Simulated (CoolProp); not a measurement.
A closed Brayton cycle with dry air: compressor inlet 309.15 K and 7.2 MPa, high pressure 15 MPa, turbine inlet 885 K, compressor efficiency 0.8, turbine efficiency 0.9, recuperator effectiveness 0.9 (on enthalpy, no pinch check). Each further row changes one setting.

Model: reference Helmholtz-energy equation of state, Lemmon 2000, in CoolProp. It is a pseudo-pure fit of the blend.

| case | thermal efficiency (%) | net work (kJ/kg) | compressor to turbine work | compressor exit (K) | turbine exit (K) |
|---|---|---|---|---|---|
| as stated | 32.8 | 66.1 | 0.58 | 399.9 | 746.1 |
| turbine inlet 835 K | 30.4 | 57.1 | 0.62 | 399.9 | [?] |
| compressor inlet 319.15 K | [?] | 62.7 | [?] | 412.8 | 746.1 |
| high pressure 12.8 MPa | [?] | 56.0 | [?] | 378.6 | 774.2 |
| recuperator effectiveness 0.5 | 18.9 | 66.1 | 0.58 | 399.9 | 746.1 |

Q: What belongs in the gaps?

A: 
- turbine inlet 835 K, turbine exit (K): 702.6
- compressor inlet 319.15 K, thermal efficiency (%): 31.4
- compressor inlet 319.15 K, compressor to turbine work: 0.60
- high pressure 12.8 MPa, thermal efficiency (%): 32.2
- high pressure 12.8 MPa, compressor to turbine work: 0.56
